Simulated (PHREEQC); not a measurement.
1 kg of water holding 25 mmol/kgw Na2CO3, 11 mmol/kgw NaOH, 140 mmol/kgw Na2SO4 and 4.7 mmol/kgw NaCl is evaporated at 25 °C; the solids stay in contact with the brine. CO2 is held at log p = -3.4 (atm). Solids allowed: Burkeite, Halite, Mirabilite, Nahcolite, Natron, Thenardite, Trona. Others were left out.

The series has 19 steps of water left (kg), from 0.9998 to 0.005184.

The numbers come from PHREEQC with the Pitzer model, pitzer.dat.

Q: Which solids form, in which order, and at which step of the series does each first stand?

A: Mirabilite from water left = 0.0584 kg (pH 9.80); Trona from water left = 0.005184 kg (pH 9.94).
